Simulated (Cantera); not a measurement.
**Premixed flame**

A freely propagating, adiabatic, planar premixed flame of CH₄ : O₂ : N₂ = 1 : 2 : 9.2 (molar parts), equivalence ratio 1.0, unburnt at 400 K and 8.10 bar; unity-Lewis-number transport, grid criteria slope 0.08 and curve 0.16, no radiation.

Cantera simulation using GRI-Mech 3.0 (53 species, 325 reactions); the numbers are that mechanism's predictions, not measurements. Unity Lewis numbers drop preferential diffusion, which matters most where H2 and H carry the flame. Burning velocities carry a grid error of a few per cent, more on coarse grids.

```
z (mm)   T (K)  u (m/s)    x CH₄     x O₂     x NO      x CO    x N₂O    x CH₂O
-------  -----  -------  -------  -------  -------  --------  -------  --------
-0.542     401    0.117   0.0819    0.164    <1e-8   1.79e-5    <1e-8   1.01e-6
-0.362     410    0.119   0.0815    0.163  3.29e-8  0.000141    <1e-8   7.94e-6
-0.271     443    0.129   0.0799    0.160  1.69e-7  0.000620    <1e-8   3.48e-5
-0.181     604    0.176   0.0718    0.147  1.34e-6   0.00300  4.53e-8  0.000166
-0.0904   1096    0.322   0.0449    0.101  1.10e-5    0.0109  1.65e-7  0.000539
-0.0452   1486    0.438   0.0222   0.0618  2.46e-5    0.0176  2.68e-7  0.000609
0         1885    0.558  0.00188   0.0209  4.14e-5    0.0222  3.87e-7  0.000175
0.0452    2018    0.595  5.50e-6  0.00873  5.54e-5    0.0141  5.16e-7   1.51e-6
0.0904    2062    0.606  2.87e-8  0.00612  5.99e-5   0.00982  4.99e-7   1.01e-8
0.181     2098    0.614    <1e-8  0.00413  6.37e-5   0.00663  3.98e-7     <1e-8
0.362     2120    0.620    <1e-8  0.00280  6.73e-5   0.00453  2.72e-7     <1e-8
0.723     2133    0.623    <1e-8  0.00206  7.15e-5   0.00336  1.88e-7     <1e-8
1.45      2138    0.624    <1e-8  0.00174  7.78e-5   0.00286  1.53e-7     <1e-8
```
x: mole fraction of selected species; z is measured from the peak of heat release.

```yaml
laminar_burning_velocity: 11.7 cm/s
thermal_thickness: 0.181 mm
peak x(CO): 0.0224
peak x(CH₂O): 0.000632
grid_points: 142
```
